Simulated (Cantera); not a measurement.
What does this Cantera script print?

```python
import numpy as np
import cantera as ct

gas_names = [...]  # 91 gases of nasa_gas.yaml made of C, Cl, H
cond_names = """
    C(gr) C6H6(L) C7H8(L) C8H18(L),n-octa
""".split()


# ... load() reads the species with a 1 bar reference pressure and builds the phases ...
atoms = {
    'CCl4': {'C': 1, 'CL': 4},
    'HCl': {'H': 1, 'CL': 1},
    'H2': {'H': 2},
}
top_T = {'C(gr)': 4500}  # K; cautious upper limits of use, not melting points


# ... equilibrate(T, P, feed) seeds the gas with the atoms and calls Mixture.equilibrate('TP', solver="vcs", rtol=1e-11, max_steps=5000) ...
results = []
feed = {'CCl4': 1, 'HCl': 2.5, 'H2': 0.21}  # mol
T = 973.15  # K
P = 3300  # Pa
mix = equilibrate(T, P, feed)
results.append((T, P, feed, dict(zip(mix.species_names, mix.species_moles))))
x = sorted(zip(gas.X, gas.species_names), reverse=True)
print(f"T = {T:g} K  P = {P:g} Pa  gas = {mix.phase_moles(0):.4g} mol")
print("   x: " + "  ".join(f"{s} {v:.3e}" for v, s in x if v > 0.0001))
print("   condensed (mol): " + ("  ".join(f"{mix.phase(i).name} {mix.phase_moles(i):.4g}"
      for i in range(1, mix.n_phases) if mix.phase_moles(i) > 1e-12) or "none"))
```

Output:

```
T = 973.15 K  P = 3300 Pa  gas = 4.712 mol
   x: HCL 6.197e-01  CL2 3.794e-01  CL 8.719e-04
   condensed (mol): C(gr) 0.9998
```

Equilibrium computed with Cantera from the NASA thermochemical tables; the gas is ideal and each condensed phase is pure.
